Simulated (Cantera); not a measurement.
What does this Cantera script print?

```python
import numpy as np
import cantera as ct

gas_names = [...]  # 110 gases of nasa_gas.yaml made of C, H, O
cond_names = """
    C(gr) C6H6(L) C7H8(L) C8H18(L),n-octa H2O(s) H2O(L)
""".split()


# ... load() reads the species with a 1 bar reference pressure and builds the phases ...
atoms = {
    'C6H6': {'C': 6, 'H': 6},
    'H2': {'H': 2},
    'H2O': {'H': 2, 'O': 1},
}
top_T = {'C(gr)': 4500}  # K; cautious upper limits of use, not melting points


# ... equilibrate(T, P, feed) seeds the gas with the atoms and calls Mixture.equilibrate('TP', solver="vcs", rtol=1e-11, max_steps=5000) ...
results = []
feed = {'C6H6': 1, 'H2': 47, 'H2O': 0.024}  # mol
P = 13332.2  # Pa
for T in [2048, 2123, 2198, 2273, 2348, 2423, 2498, 2573, 2648]:
    mix = equilibrate(T, P, feed)
    results.append((T, P, feed, dict(zip(mix.species_names, mix.species_moles))))

top = {s: max(r[3][s] / sum(r[3][g] for g in gas_names) for r in results) for s in gas_names}
cols = sorted((s for s in top if top[s] > 1e-06), key=lambda s: -top[s])[:5]
seen = [c for c in cond_names if any(r[3].get(c, 0) > 1e-12 for r in results)]
print("log10 of partial pressures in bar; condensed amounts in mol")
print(f"{'T/K':>10s}" + "".join(f"{s[:9]:>10s}" for s in cols + seen))
for T, P, feed, n in results:
    ng = sum(n[g] for g in gas_names)
    print(f"{T:10.4g}" + "".join(f"{np.log10(max(n[s] / ng * P / 1e5, 1e-99)):10.3f}" for s in cols)
          + "".join(f"{n.get(c, 0):10.4g}" for c in seen))
```

Result:

```
log10 of partial pressures in bar; condensed amounts in mol
       T/K        H2         H C2H2,acet        CO       C2H     C(gr)
      2048    -0.878    -3.089    -3.858    -4.196    -7.727     5.869
      2123    -0.880    -2.885    -3.661    -4.196    -7.223     5.809
      2198    -0.883    -2.696    -3.479    -4.198    -6.755     5.722
      2273    -0.887    -2.519    -3.311    -4.199    -6.318     5.601
      2348    -0.892    -2.355    -3.155    -4.202    -5.911     5.436
      2423    -0.900    -2.201    -3.011    -4.205    -5.530     5.216
      2498    -0.909    -2.058    -2.879    -4.209    -5.173     4.932
      2573    -0.922    -1.925    -2.758    -4.214    -4.840     4.571
      2648    -0.939    -1.802    -2.649    -4.221    -4.528     4.121
```

Method: chemical equilibrium by Gibbs-energy minimisation in Cantera with the NASA 1993 tables (ideal gas, pure condensed phases).
